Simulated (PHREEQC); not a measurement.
A made-up water analysis in mg/L, 25 °C, pH 7.43, pe 8.6:

```csv
constituent,mg/L
Na,3.6
K,6.73
Ca,15.5
Mg,1.19
Cl,1.84
S(6) as SO4,12
Alkalinity as HCO3,55
Cd,0.044
F,0.0195
Pb,0.0465
```

Valence states are taken as typed.

The numbers come from PHREEQC with the ion-association model, wateq4f.dat.

Each row changes one thing in this solution. This is a speciation only: nothing precipitates in the calculation.

```csv
case,CO2 (mol/kgw),CO3-2 (mol/kgw),CaCO3 (mol/kgw),PbCO3 (mol/kgw),MgCO3 (mol/kgw),Pb+2 (mol/kgw),SI of Otavite (CdCO3),SI of Cerrusite (PbCO3)
as made,7.12e-5,1.29e-6,5.66e-7,1.97e-7,4.08e-8,1.27e-8,-0.38,-0.81
F from 0.0195 to 0.00975 mg/L,7.12e-5,1.29e-6,5.66e-7,1.97e-7,4.08e-8,1.27e-8,-0.38,-0.81
pH from 7.43 to 7.93 at the same alkalinity,(withheld),4.05e-6,1.77e-6,(withheld),1.27e-7,(withheld),+0.12,-0.79
pH from 7.43 to 6.43 at the same alkalinity,0.000716,1.30e-7,5.69e-8,1.08e-7,4.10e-9,6.91e-8,-1.38,-1.08
```

**Question.** Some entries are withheld; supply them.

**Answer.** 
- pH from 7.43 to 7.93 at the same alkalinity, CO2 (mol/kgw): 2.23e-5
- pH from 7.43 to 7.93 at the same alkalinity, PbCO3 (mol/kgw): 2.09e-7
- pH from 7.43 to 7.93 at the same alkalinity, Pb+2 (mol/kgw): 4.29e-9

Some of these states are supersaturated (in Otavite, for instance).
